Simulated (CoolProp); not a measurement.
Vapour-liquid equilibrium of carbon dioxide (1) + CHF3 (R23) (2) at 2.9 MPa; x and y are mole fractions of (1).

Model: multi-fluid Helmholtz-energy mixture model, Span 1996 and Penoncello 2003; pair parameters Bell 2016, in CoolProp.

Question: Give the bubble temperature and the first vapour's composition at x = 0.05, 0.25, 0.85. Is there an azeotrope?

Answer: x = 0.05: 4.7 °C, y = 0.062; x = 0.25: 1.2 °C, y = 0.297; x = 0.85: -5.9 °C, y = 0.867. No azeotrope shows between x = 0.05 and 0.95.

The pair parameters rest on a limited set of measurements; away from them the model extrapolates.
